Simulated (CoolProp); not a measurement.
The fluid at 245.81 K and 15.8 MPa flows at 0.056 m/s in a round tube of 25 mm bore and 0.25 µm roughness, fully developed (64/Re and Nu = 3.66 if laminar; Colebrook and Gnielinski if turbulent). The same conditions are run with several fluids, on thermodynamics alone (safety and materials aside).

Computed with CoolProp (reference Helmholtz-energy equation of state of each fluid (oxygen: Schmidt 1985; dry air: Lemmon 2000; nitrogen: Span 2000; methane: Setzmann 1991)). Blends and air are pseudo-pure fits.

```json
[
 {"fluid": "oxygen", "Reynolds number": "16800", "Darcy friction factor": "0.0270", "pressure drop (Pa/m)": "0.502", "heat-transfer coefficient (W/(m² K))": "76.1", "mass flow (kg/h)": "29.3"},
 {"fluid": "dry air", "Reynolds number": "15500", "Darcy friction factor": "0.0276", "pressure drop (Pa/m)": "0.412", "heat-transfer coefficient (W/(m² K))": "65.0", "mass flow (kg/h)": "23.6"},
 {"fluid": "nitrogen", "Reynolds number": "14900", "Darcy friction factor": "0.0279", "pressure drop (Pa/m)": "0.391", "heat-transfer coefficient (W/(m² K))": "62.3", "mass flow (kg/h)": "22.1"},
 {"fluid": "methane", "Reynolds number": "13200", "Darcy friction factor": "0.0288", "pressure drop (Pa/m)": "0.355", "heat-transfer coefficient (W/(m² K))": "139", "mass flow (kg/h)": "19.5"}
]
```

Transport values come from each fluid's own correlations.
